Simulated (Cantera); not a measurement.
A diamond (100) surface in a fixed gas of H2 with x(CH4) = 0.0049, x(H) = 0.0026, x(CH3) = 0.0001, 0.0540 bar; coverages are run to steady state.

Cantera simulation using the Harris–Goodwin 1993 mechanism for the reconstructed diamond (100) surface; the numbers are that mechanism's predictions, not measurements.

θ: site fractions in the mechanism's names (c6HH fully hydrogenated, c6H* and c6*H radical sites, c6** diradical, c6HM methylated).

| T (K) | growth (µm/h) | θ c6HH | θ c6H* | θ c6*H | θ c6** | θ c6HM |
|---|---|---|---|---|---|---|
| 925 | … | 0.645 | 0.0118 | 0.303 | 0.00516 | 0.0276 |
| 1000 | 2.59 | 0.583 | 0.0178 | 0.364 | 0.00920 | 0.0189 |
| 1075 | 2.75 | 0.526 | 0.0249 | 0.418 | 0.0148 | 0.0108 |
| 1150 | … | 0.477 | 0.0326 | 0.462 | 0.0219 | 0.00401 |
| 1225 | … | 0.433 | 0.0406 | 0.495 | 0.0299 | 0.00103 |
| 1300 | 0.853 | 0.396 | 0.0484 | 0.517 | 0.0383 | 0.000240 |
| 1375 | 0.793 | 0.367 | 0.0559 | 0.530 | 0.0463 | 5.61e-5 |

Question: Complete the blanks.

Answer: 
- 925, growth (µm/h): 1.86
- 1150, growth (µm/h): 1.88
- 1225, growth (µm/h): 1.08
